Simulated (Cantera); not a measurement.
# Thermodynamics of calcination and drying, feed LiOH + H2 + O2

Input: 1 mol LiOH, a varied amount of H2, 0.41 mol O2, held at 602 °C and 220000 Pa.

Cantera equilibrium calculation (NASA polynomials, part measured and part estimated; ideal gas, pure solids and liquids). Candidate condensed phases: H2O, Li, LiH, LiOH, Li2O; 17 gas species. Condensed phases not in the tables: the peroxide. Kinetics and transport are ignored.

| n(H2) (mol) | x H2O | x O2 | x H2 | x LiOH | n LiOH(l) |
|---|---|---|---|---|---|
| 0.26 | 0.481 | 0.519 | <1e-12 | 9.92e-8 | 1.00 |
| 0.38 | 0.633 | 0.367 | <1e-12 | 9.92e-8 | 1.00 |
| 0.5 | 0.758 | 0.242 | 1.29e-12 | 9.92e-8 | 1.00 |
| 0.62 | 0.861 | 0.139 | 1.94e-12 | 9.92e-8 | 1.00 |
| 0.74 | 0.949 | 0.0513 | 3.52e-12 | 9.92e-8 | 1.00 |
| 0.86 | 0.953 | <1e-12 | 0.0465 | 9.92e-8 | 1.00 |
| 0.98 | 0.837 | <1e-12 | 0.163 | 9.92e-8 | 1.00 |
| 1.1 | 0.745 | <1e-12 | 0.255 | 9.92e-8 | 1.00 |
| 1.2 | 0.683 | <1e-12 | 0.317 | 9.92e-8 | 1.00 |
| 1.3 | 0.631 | <1e-12 | 0.369 | 9.92e-8 | 1.00 |
| 1.5 | 0.547 | <1e-12 | 0.453 | 9.92e-8 | 1.00 |
| 1.6 | 0.512 | <1e-12 | 0.487 | 9.92e-8 | 1.00 |
| 1.7 | 0.482 | <1e-12 | 0.518 | 9.92e-8 | 1.00 |
x: gas mole fraction; n: condensed amount in mol.

From 0.26 mol H2 to 1.7 mol H2 the condensed part is LiOH(l). The main Li-bearing gas is LiOH throughout.
